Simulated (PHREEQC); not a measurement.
Make-up at 25 °C: 0.242 mol/kgw HF, 0.00026 mol/kgw KF, 0.00092 mol/kgw (NH4)2SiF6 and 0.00054 mol/kgw H3PO4. Closed to the air; pH follows from the charge balance.

Model: ion-association model, phreeqc.dat, run in PHREEQC.

```yaml
pH: 1.78
ionic_strength: 0.0215 mol/kgw
total_alkalinity: -246 meq/kg
```

```
species  molality  activity   log γ
-------  --------  --------  ------
HF          0.215     0.216   0.002
H+         0.0185    0.0164  -0.052
F-         0.0102   0.00879  -0.064
HF2-      0.00841   0.00729  -0.062
NH4+      0.00184   0.00158  -0.067
SiF6-2   0.000920  0.000528  -0.241
H3PO4    0.000366  0.000367   0.002
```

Precipitation was switched off in this run. SiF6-2 is the database's only silicon fluoride.
